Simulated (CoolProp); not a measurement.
Properties of n-undecane along the isotherm 620 K (Tc = 638.8 K, pc = 1.990 MPa, ω = 0.539).

Computed with CoolProp (reference Helmholtz-energy equation of state, Aleksandrov 2011). It is a short technical equation, of lower accuracy than the large ones.

```
p (MPa)  phase  density (kg/m³)  isothermal compressibility (1/MPa)  fugacity coefficient
-------  -----  ---------------  ----------------------------------  --------------------
0.111      gas            3.450                               9.239                0.9759
0.221      gas            7.051                               4.769                0.9523
0.332      gas            10.89                               3.271                0.9286
0.442      gas            14.94                               2.540                0.9054
0.553      gas            19.29                               2.107                0.8822
0.663      gas            23.94                               1.832                0.8593
0.774      gas            29.01                               1.647                0.8363
0.885      gas            34.58                               1.524                0.8134
0.995      gas            40.71                               1.448                0.7908
```
